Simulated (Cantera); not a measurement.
# Fe(CO)5 + H2 (iron carbonyl, mercury and lead vapours)

Feed: 1 mol Fe(CO)5, a varied amount of H2, equilibrated at 30000 Pa.

These are equilibrium values from Cantera (NASA tables, ideal gas, pure condensed phases), not measurements of a reactor. Candidate condensed phases: C, C6H6, C7H8, C8H18, Fe, Fe(CO)5, FeO, Fe(OH)2, Fe(OH)3, Fe2O3, Fe3O4, H2O; 114 gas species. Iron dissolves carbon and melts from about 1420 K in contact with it, which pure phases cannot show. Condensed phases not in the tables: cementite and carbon dissolved in iron. Rates play no part.

Problem. Map the stable condensed phases over T = 1000, 1050, 1100, 1150, 1200, 1250, 1300, 1350, 1400, 1450, 1500, 1550 K and n(H2) in mol = 1.2, 1.4, 1.6, 1.8, 2.1, 2.4, 2.7, 3.1, 3.5, 4.1, 4.6, 5.3, 6.

Solution. 
```
T in K \ n(H2) in mol
         1.2 1.4 1.6 1.8 2.1 2.4 2.7 3.1 3.5 4.1 4.6 5.3   6
   1550    A   A   A   A   A   B   B   B   B   B   B   B   B
   1500    A   A   A   A   A   A   A   A   B   B   B   B   B
   1450    A   A   A   A   A   A   A   A   A   A   B   B   B
   1400    A   A   A   A   A   A   A   A   A   A   A   A   B
   1350    A   A   A   A   A   A   A   A   A   A   A   A   A
   1300    A   A   A   A   A   A   A   A   A   A   A   A   A
   1250    A   A   A   A   A   A   A   A   A   A   A   A   A
   1200    A   A   A   A   A   A   A   A   A   A   A   A   A
   1150    A   A   A   A   A   A   A   A   A   A   A   A   A
   1100    A   A   A   A   A   A   A   A   A   A   A   A   A
   1050    A   A   A   A   A   A   A   A   A   A   A   A   A
   1000    A   A   A   A   A   A   A   A   A   A   A   A   A
```
A: C + Fe; B: Fe.
